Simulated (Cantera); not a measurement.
An adiabatic, constant-volume homogeneous reactor starts with 25.2 % CH₃OH, 15.7 % O₂, 59.1 % N₂, at 1775 K and 66000 Pa.

Computed with Cantera and GRI-Mech 3.0 (53 species, 325 reactions). GRI-Mech 3.0 was tuned for natural gas; its chemistry of methanol as a main component is partial and can be far from experiment.

Predict: time of steepest temperature rise; temperature at 2.00 s; equilibrium temperature; x(O₂) at 2.00 s; x(NO) at 2.00 s; x(CO) at 2.00 s; x(CO₂) at 2.00 s.


- time of steepest temperature rise = 26.3 µs
- temperature at 2.00 s = 2818 K
- equilibrium temperature = 2818 K
- x(O₂) at 2.00 s = 0.000547 (gas-phase equilibrium 0.000547)
- x(NO) at 2.00 s = 0.00143 (gas-phase equilibrium 0.00143)
- x(CO) at 2.00 s = 0.156 (gas-phase equilibrium 0.156)
- x(CO₂) at 2.00 s = 0.0266 (gas-phase equilibrium 0.0266)
